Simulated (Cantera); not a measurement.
Charge: 1 mol LiOH, 14 mol O2, equilibrated at 0.320 bar.

These are equilibrium values from Cantera (NASA tables, ideal gas, pure condensed phases), not measurements of a reactor. Candidate condensed phases: H2O, Li, LiH, LiOH, Li2O; 17 gas species. Condensed phases not in the tables: the peroxide. Equilibrium is a limit: real reactors are often held back by kinetics, nucleation or transport.

log p: log10 of the partial pressure in bar; n: condensed amount in mol.

```
T (°C)  log p O2  log p LiOH  log p H2O  log p Li2O  log p O  n Li2O(s)
------  --------  ----------  ---------  ----------  -------  ---------
602        -0.51       -7.02      -1.96        <-12   -11.94      0.500
752        -0.51       -5.40      -1.96           …    -9.74      0.500
902        -0.51       -4.22      -1.96           …    -8.09      0.499
1052       -0.51       -3.32      -1.97           …    -6.82      0.489
1202       -0.51       -2.62      -2.01           …    -5.80      0.445
1352       -0.52       -2.12      -2.15           …    -4.97      0.323
1502       -0.52       -1.82      -2.50           …    -4.28      0.132
1652       -0.53       -1.74      -2.85       -2.91    -3.70          0
1802       -0.53       -1.75      -2.80       -2.89    -3.20          0
```

**Question.** Fill in the missing entries.

**Answer.** 
- 752, log p Li2O: -12.34
- 902, log p Li2O: -9.63
- 1052, log p Li2O: -7.56
- 1202, log p Li2O: -5.93
- 1352, log p Li2O: -4.61
- 1502, log p Li2O: -3.53
